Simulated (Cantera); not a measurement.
## Silicon carbide growth: Si(CH3)4 + C2H4 + H2

Charge: 1 mol Si(CH3)4, 0.33 mol C2H4, 250 mol H2, at 800 °C.

These are equilibrium values from Cantera (NASA tables, ideal gas, pure condensed phases), not measurements of a reactor. Candidate condensed phases: C, C6H6, C7H8, C8H18, Si, SiC; 87 gas species. The numbers say what is thermodynamically allowed, not how fast it happens.

From 1.00 mbar to 0.180 bar the condensed part is C(graphite) + SiC(s). From 0.420 bar to 1.00 bar the condensed part is SiC(s).

```tsv
P (Pa)	x H2	x CH4	x H	x C2H4	x C2H6	n C(graphite)	n SiC(s)
100	1.000	4.59e-5	4.45e-7	8.06e-10	<1e-12	3.65	1.00
240	1.000	0.000110	2.87e-7	1.94e-9	3.90e-12	3.63	1.00
560	1.000	0.000257	1.88e-7	4.51e-9	2.12e-11	3.59	1.00
1300	0.999	0.000596	1.23e-7	1.05e-8	1.14e-10	3.51	1.00
3200	0.999	0.00146	7.85e-8	2.57e-8	6.91e-10	3.28	1.00
7500	0.997	0.00342	5.12e-8	6.01e-8	3.77e-9	2.79	1.00
18000	0.992	0.00813	3.30e-8	1.43e-7	2.14e-8	1.59	1.00
42000	0.986	0.0145	2.15e-8	1.97e-7	6.83e-8	0	1.00
100000	0.986	0.0145	1.40e-8	8.25e-8	6.83e-8	0	1.00
```
x: gas mole fraction; n: condensed amount in mol.
